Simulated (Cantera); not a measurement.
What does this Cantera script print?

```python
import numpy as np
import cantera as ct

gas_names = """
    CL CL2 H HCL H2 N NH NH2 NH3 N2 N2H2 N2H4 Si SiCL SiCL2 SiCL3 SiCL4 SiH SiHCL3 SiH2 SiH2CL2 SiH3
    SiH3CL SiH4 SiN Si2 Si2N Si3
""".split()
cond_names = """
    NH4CL(a) NH4CL(b) Si(cr) Si(L) Si3N4(a)
""".split()


# ... load() reads the species with a 1 bar reference pressure and builds the phases ...
atoms = {
    'SiH2Cl2': {'Si': 1, 'H': 2, 'CL': 2},
    'N2': {'N': 2},
}
top_T = {'Si3N4(a)': 2400}  # K; cautious upper limits of use, not melting points


# ... equilibrate(T, P, feed) seeds the gas with the atoms and calls Mixture.equilibrate('TP', solver="vcs", rtol=1e-11, max_steps=5000) ...
results = []
feed = {'SiH2Cl2': 1, 'N2': 39}  # mol
P = 1000  # Pa
for T in [1150, 1175, 1200, 1225, 1250, 1275, 1300, 1325, 1350, 1375, 1400, 1425, 1450, 1475]:
    mix = equilibrate(T, P, feed)
    results.append((T, P, feed, dict(zip(mix.species_names, mix.species_moles))))

top = {s: max(r[3][s] / sum(r[3][g] for g in gas_names) for r in results) for s in gas_names}
cols = sorted((s for s in top if top[s] > 0.0001), key=lambda s: -top[s])[:7]
seen = [c for c in cond_names if any(r[3].get(c, 0) > 1e-12 for r in results)]
print("log10 of partial pressures in bar; condensed amounts in mol")
print(f"{'T/K':>10s}" + "".join(f"{s[:9]:>10s}" for s in cols + seen))
for T, P, feed, n in results:
    ng = sum(n[g] for g in gas_names)
    print(f"{T:10.4g}" + "".join(f"{np.log10(max(n[s] / ng * P / 1e5, 1e-99)):10.3f}" for s in cols)
          + "".join(f"{n.get(c, 0):10.4g}" for c in seen))
```

Result:

```
log10 of partial pressures in bar; condensed amounts in mol
       T/K        N2       HCL        H2     SiCL2     SiCL4     SiCL3  Si3N4(a)
      1150    -2.021    -3.416    -4.249    -6.393    -4.565    -5.999    0.2948
      1175    -2.021    -3.415    -4.254    -6.129    -4.579    -5.849    0.2949
      1200    -2.021    -3.414    -4.259    -5.878    -4.595    -5.708    0.2947
      1225    -2.021    -3.413    -4.261    -5.640    -4.616    -5.577     0.294
      1250    -2.021    -3.413    -4.262    -5.415    -4.643    -5.456    0.2927
      1275    -2.021    -3.414    -4.259    -5.205    -4.678    -5.348    0.2905
      1300    -2.021    -3.416    -4.252    -5.009    -4.725    -5.254    0.2872
      1325    -2.021    -3.420    -4.240    -4.829    -4.788    -5.176    0.2824
      1350    -2.021    -3.426    -4.222    -4.668    -4.871    -5.118    0.2759
      1375    -2.021    -3.434    -4.197    -4.525    -4.977    -5.082    0.2677
      1400    -2.021    -3.446    -4.166    -4.402    -5.107    -5.069    0.2578
      1425    -2.022    -3.461    -4.130    -4.298    -5.260    -5.076    0.2465
      1450    -2.022    -3.480    -4.091    -4.209    -5.433    -5.103    0.2342
      1475    -2.022    -3.502    -4.050    -4.135    -5.621    -5.144    0.2212
```

Method: chemical equilibrium by Gibbs-energy minimisation in Cantera with the NASA 1993 tables (ideal gas, pure condensed phases). N2 is the only nitrogen source here; it is nearly inert below about 1500 K, so the nitride shown seldom forms there in practice. The tables' values for SiCl3 are old estimates; treat these amounts as uncertain.
